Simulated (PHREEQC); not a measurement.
PHREEQC input (ion-association model, wateq4f.dat):

```
SOLUTION_MASTER_SPECIES
  An  An-  0  An  62.0  # stands for a non-complexing anion
SOLUTION_SPECIES
  An- = An-
    -log_k 0
    -gamma 3.0 0
PHASES
  Fix_H+
    H+ = H+
    -log_k 0
SOLUTION 1
  temp 25
  units mmol/kgw
  pH 7 charge
  B 0.0011
  Na 1
  An 1
END
SELECTED_OUTPUT 1
  -reset false
  -pH true
  -pe true
  -ionic_strength true
  -water true
  -totals B Na
  -molalities Hfo_wOH Hfo_wOH2+ Hfo_wO- Hfo_sOH Hfo_sOH2+ Hfo_sO- Hfo_wH2BO3
USER_PUNCH 1
  -headings sigma psi
  10 PUNCH EDL("sigma", "Hfo"), EDL("psi", "Hfo")
PRINT
  -reset false
USE solution 1
SURFACE 1
  Hfo_wOH 0.000125843 600 0.056
  Hfo_sOH 3.14607e-06
EQUILIBRIUM_PHASES 1
  Fix_H+ -4 HAn 10
    -force_equality true
  O2(g) -0.68 10
END
# ... the last block is repeated for the other 16 points of pH, with NaOH or the acid as the point needs
```

Selected output (columns that matter, 17 of 17 rows; pH added in front):

```
pH	mu	B	Na	m_Hfo_wOH	m_Hfo_wOH2+	m_Hfo_wO-	m_Hfo_sOH	m_Hfo_sOH2+	m_Hfo_sO-	m_Hfo_wH2BO3	sigma	psi
4	0.0011241	1.0996e-06	0.001	7.9262e-05	4.3254e-05	3.3274e-06	1.9815e-06	1.0813e-06	8.3184e-08	3.6345e-10	0.11753	0.21018
4.5	0.0010463	1.0996e-06	0.001	8.8206e-05	3.2081e-05	5.5558e-06	2.2051e-06	8.0203e-07	1.3889e-07	4.0443e-10	0.078081	0.19103
5	0.0010191	1.0996e-06	0.001	9.2924e-05	2.5009e-05	7.9096e-06	2.3231e-06	6.2523e-07	1.9774e-07	4.2603e-10	0.050335	0.16919
5.5	0.0010087	1.0996e-06	0.001	9.5143e-05	2.0663e-05	1.0036e-05	2.3786e-06	5.1657e-07	2.509e-07	4.3615e-10	0.031281	0.14512
6	0.0010043	1.0996e-06	0.001	9.6072e-05	1.807e-05	1.1702e-05	2.4018e-06	4.5174e-07	2.9254e-07	4.4022e-10	0.018745	0.11924
6.5	0.0010022	1.0996e-06	0.001	9.6423e-05	1.6548e-05	1.2871e-05	2.4106e-06	4.1369e-07	3.2179e-07	4.4126e-10	0.010821	0.092014
7	0.0010011	1.0996e-06	0.001	9.6548e-05	1.565e-05	1.3645e-05	2.4137e-06	3.9125e-07	3.4112e-07	4.4004e-10	0.0059021	0.063902
7.5	0.0010005	1.0996e-06	0.001	9.6589e-05	1.5094e-05	1.4159e-05	2.4147e-06	3.7735e-07	3.5399e-07	4.3466e-10	0.0027515	0.035264
8	0.001001	1.0996e-06	0.0010009	9.66e-05	1.47e-05	1.4543e-05	2.415e-06	3.6749e-07	3.6357e-07	4.1797e-10	0.00046131	0.0063695
8.5	0.0010038	1.0996e-06	0.001004	9.6596e-05	1.4337e-05	1.491e-05	2.4149e-06	3.5842e-07	3.7274e-07	3.726e-10	-0.0016855	-0.022568
9	0.0010115	1.0997e-06	0.0010123	9.6571e-05	1.3892e-05	1.538e-05	2.4143e-06	3.4729e-07	3.8449e-07	2.7731e-10	-0.0043805	-0.051342
9.5	0.001035	1.0998e-06	0.0010365	9.6491e-05	1.3232e-05	1.6119e-05	2.4123e-06	3.308e-07	4.0299e-07	1.5321e-10	-0.0084997	-0.079691
10	0.0011076	1.0999e-06	0.0011103	9.6239e-05	1.2172e-05	1.7431e-05	2.406e-06	3.0431e-07	4.3578e-07	6.3249e-11	-0.015481	-0.10719
10.5	0.0013358	1.1e-06	0.0013408	9.54e-05	1.0405e-05	2.0038e-05	2.385e-06	2.6013e-07	5.0094e-07	2.1906e-11	-0.028354	-0.13297
11	0.0020636	1.1e-06	0.0020731	9.2346e-05	7.5205e-06	2.5977e-05	2.3086e-06	1.8801e-07	6.4942e-07	6.877e-12	-0.054329	-0.15504
11.5	0.0044231	1.1e-06	0.0044418	8.1821e-05	3.8143e-06	4.0208e-05	2.0455e-06	9.5358e-08	1.0052e-06	1.9052e-12	-0.10713	-0.17028
12	0.012266	1.1e-06	0.012301	5.5809e-05	1.0341e-06	6.8999e-05	1.3952e-06	2.5853e-08	1.725e-06	3.9431e-13	-0.20006	-0.17616
```
